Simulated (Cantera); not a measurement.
**Adiabatic ignition**

An adiabatic, constant-pressure homogeneous reactor starts with 22.3 % CO, 15.9 % H2, 11.9 % O2, 44.9 % N2, 4.24 % CO2, 0.715 % H2O, at 1100 K and 10.0 bar.

Computed with Cantera and GRI-Mech 3.0 (53 species, 325 reactions). The hydrogen kinetics of GRI-Mech 3.0 are dated; newer H2 mechanisms differ, most at raised pressure.

| t (s) | T (K) | x CO | x H2 | x O2 | x NO | x H2O2 |
|---|---|---|---|---|---|---|
| 5.00e-6 | 1100 | 0.223 | 0.159 | 0.119 | <1e-12 | 4.48e-10 |
| 1.25e-5 | 1100 | 0.223 | 0.159 | 0.119 | <1e-12 | 3.28e-9 |
| 3.13e-5 | 1100 | 0.223 | 0.159 | 0.119 | <1e-12 | 2.68e-8 |
| 7.83e-5 | 1100 | 0.223 | 0.159 | 0.119 | <1e-12 | 3.81e-7 |
| 0.000196 | 1107 | 0.223 | 0.158 | 0.119 | <1e-12 | 4.76e-5 |
| 0.000490 | 2717 | 0.145 | 0.0221 | 0.00130 | 0.000467 | 1.99e-7 |
| 0.00122 | 2711 | 0.145 | 0.0223 | 0.00122 | 0.00154 | 1.90e-7 |
| 0.00306 | 2708 | 0.145 | 0.0224 | 0.00119 | 0.00194 | 1.87e-7 |
| 0.00766 | 2708 | 0.145 | 0.0224 | 0.00119 | 0.00195 | 1.86e-7 |
| 0.0192 | 2708 | 0.145 | 0.0224 | 0.00119 | 0.00195 | 1.86e-7 |
| 0.0479 | 2708 | 0.145 | 0.0224 | 0.00119 | 0.00195 | 1.86e-7 |
| 0.120 | 2708 | 0.145 | 0.0224 | 0.00119 | 0.00195 | 1.86e-7 |
| 0.300 | 2708 | 0.145 | 0.0224 | 0.00119 | 0.00195 | 1.86e-7 |
x: mole fraction; the columns are a selection and need not sum to one.

```json
{
  "time_of_steepest_temperature_rise": "0.339 ms",
  "temperature at 0.300 s": "2708 K",
  "equilibrium_temperature": "2708 K",
  "x(CO) at 0.300 s": "0.145 (gas-phase equilibrium 0.145)",
  "x(H2) at 0.300 s": "0.0224 (gas-phase equilibrium 0.0224)",
  "x(O2) at 0.300 s": "0.00119 (gas-phase equilibrium 0.00119)"
}
```
